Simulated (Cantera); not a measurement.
Gas mixture: 100 % N2O, at 10.0 bar, frozen composition.

Cantera's kinetic-theory transport with the Lennard-Jones parameters of GRI-Mech 3.0, ideal gas; thermal conductivity in the mixture-averaged form.

D: mixture-averaged diffusion coefficient of that species in the mixture.

```
T (K)  ρ (kg/m³)  cp (J/kg/K)  μ (µPa s)  λ (mW/m/K)     Pr  D (cm²/s) H  D (cm²/s) O  D (cm²/s) NO
-----  ---------  -----------  ---------  ----------  -----  -----------  -----------  ------------
400         13.2        970.3       19.5         [?]  0.741        0.168       0.0425        0.0262
500         10.6         1043       23.6         [?]  0.740        0.252       0.0629        0.0388
600         8.82         1101       27.3         [?]  0.739        0.347       0.0863        0.0533
700         7.56         1150       30.8         [?]  0.739        0.455        0.112        0.0696
800         6.62         1192       34.0         [?]  0.739        0.573        0.141        0.0874
900         5.88         1227       37.1         [?]  0.740        0.701        0.172         0.107
```

Q: What belongs in the gaps?

A: 
- 400, λ (mW/m/K): 25.5
- 500, λ (mW/m/K): 33.2
- 600, λ (mW/m/K): 40.7
- 700, λ (mW/m/K): 47.9
- 800, λ (mW/m/K): 54.9
- 900, λ (mW/m/K): 61.5
